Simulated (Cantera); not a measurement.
Cantera run, input and output.

```python
import numpy as np
import cantera as ct

surf = ct.Interface("ptcombust.yaml", "Pt_surf")
gas = surf.adjacent["gas"]
gas.TPX = 300, 2400, {'CH4': 0.038, 'O2': 0.17, 'N2': 0.79}
jet = ct.ImpingingJet(gas=gas, width=0.042, surface=surf)
jet.inlet.mdot, jet.inlet.T, jet.inlet.X = 0.068, 300, {'CH4': 0.038, 'O2': 0.17, 'N2': 0.79}
jet.set_refine_criteria(ratio=10, slope=0.2, curve=0.3)
show, cover = ['CH4', 'O2', 'H2O', 'OH', 'CO', 'CO2'], ["PT(S)", "H(S)", "O(S)", "OH(S)", "CO(S)", "C(S)"]

rows = []
print(f"{'Ts/K':>7s}" + "".join(f"{s:>11s}" for s in show + cover) + "   (gas at the wall, coverages)")
for i, Ts in enumerate([950, 1000, 1050, 1100, 1150]):
    jet.surface.T = Ts
    if i == 0:
        surf.TP = Ts, 2400
        surf.coverages = "PT(S):0.5, O(S):0.5"
        surf.advance_coverages(1.0)
        jet.set_initial_guess(products="inlet")
    jet.solve(loglevel=0, auto=(i == 0))
    rows.append([*(jet.X[gas.species_index(s), -1] for s in show), *surf[cover].coverages])
    print(f"{Ts:7g}" + "".join(f"{x:11.3e}" for x in rows[-1]))
```

It prints:

```
   Ts/K        CH4         O2        H2O         OH         CO        CO2      PT(S)       H(S)       O(S)      OH(S)      CO(S)       C(S)   (gas at the wall, coverages)
    950  2.838e-02  1.495e-01  1.814e-02  1.240e-07  1.699e-05  1.191e-02  3.257e-01  1.038e-07  6.737e-01  5.373e-04  5.964e-06  2.857e-08
   1000  2.481e-02  1.419e-01  2.474e-02  3.608e-07  2.036e-05  1.627e-02  4.010e-01  2.276e-07  5.984e-01  5.455e-04  4.748e-06  2.971e-08
   1050  2.155e-02  1.350e-01  3.074e-02  9.140e-07  2.394e-05  2.025e-02  4.750e-01  4.422e-07  5.244e-01  5.239e-04  3.717e-06  2.961e-08
   1100  1.878e-02  1.291e-01  3.577e-02  2.067e-06  2.803e-05  2.360e-02  5.458e-01  7.825e-07  4.538e-01  4.837e-04  2.914e-06  2.892e-08
   1150  1.654e-02  1.244e-01  3.983e-02  4.257e-06  3.300e-05  2.630e-02  6.119e-01  1.291e-06  3.876e-01  4.344e-04  2.320e-06  2.814e-08
```

Model: Deutschmann's 1995 Pt surface mechanism with GRI-Mech 3.0 gas chemistry, integrated in Cantera. Catalytic surfaces can have several steady states; this one follows from the mechanism file's or the stated starting coverage.
